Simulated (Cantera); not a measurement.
What does this Cantera script print?

```python
import numpy as np
import cantera as ct

gas = ct.Solution("gri30.yaml")
gas.TPX = 1800, 140000, {'CH4': 1, 'H2O': 0.54}
inlet = ct.Reservoir(gas, clone=True)

reactor = ct.IdealGasConstPressureReactor(gas, energy="off", clone=False)
exhaust = ct.Reservoir(gas, clone=True)
tau = [0.5, 0.21, 0.09, 0.038, 0.016, 0.0068, 0.0029, 0.0012, 0.00052, 0.00022][0]
for a, b in ((inlet, reactor), (reactor, exhaust)):
    ct.MassFlowController(a, b, mdot=lambda t: reactor.mass / tau)
net = ct.ReactorNet([reactor])
show = ['CH4', 'H2O', 'HCO', 'CH3', 'OH']

rows = []
print(f"{'tau/s':>10s}{'T/K':>9s}" + "".join(f"{s:>11s}" for s in show))
for tau in [0.5, 0.21, 0.09, 0.038, 0.016, 0.0068, 0.0029, 0.0012, 0.00052, 0.00022]:
    net.initial_time = 0.0
    net.advance(30 * tau)
    before = gas.X
    net.advance(40 * tau)
    drift = np.max(np.abs(gas.X - before) / (gas.X + 1e-9))
    rows.append([gas.T, *gas[show].X, drift])
    print(f"{tau:10.3e}{gas.T:9.1f}" + "".join(f"{x:11.3e}" for x in gas[show].X))
```

It prints:

```
     tau/s      T/K        CH4        H2O        HCO        CH3         OH
 5.000e-01   1800.0  3.097e-02  5.940e-02  2.686e-08  2.260e-04  1.416e-06
 2.100e-01   1800.0  4.297e-02  9.419e-02  2.129e-08  3.174e-04  2.272e-06
 9.000e-02   1800.0  6.049e-02  1.337e-01  1.630e-08  4.517e-04  3.263e-06
 3.800e-02   1800.0  8.718e-02  1.740e-01  1.315e-08  6.548e-04  4.275e-06
 1.600e-02   1800.0  1.272e-01  2.091e-01  1.295e-08  9.540e-04  5.140e-06
 6.800e-03   1800.0  1.843e-01  2.377e-01  1.581e-08  1.373e-03  5.828e-06
 2.900e-03   1800.0  2.597e-01  2.628e-01  2.140e-08  1.932e-03  6.454e-06
 1.200e-03   1800.0  3.529e-01  2.877e-01  2.957e-08  2.649e-03  7.152e-06
 5.200e-04   1800.0  4.455e-01  3.104e-01  3.790e-08  3.393e-03  7.841e-06
 2.200e-04   1800.0  5.320e-01  3.302e-01  4.154e-08  4.028e-03  8.307e-06
```

Model: GRI-Mech 3.0 (53 species, 325 reactions), integrated in Cantera. GRI-Mech 3.0 stops at C3 and has no aromatics, soot or wall deposition, so with more carbon than oxygen in the feed, carbon stays in small species such as C2H2 where larger ones or solid carbon would form.
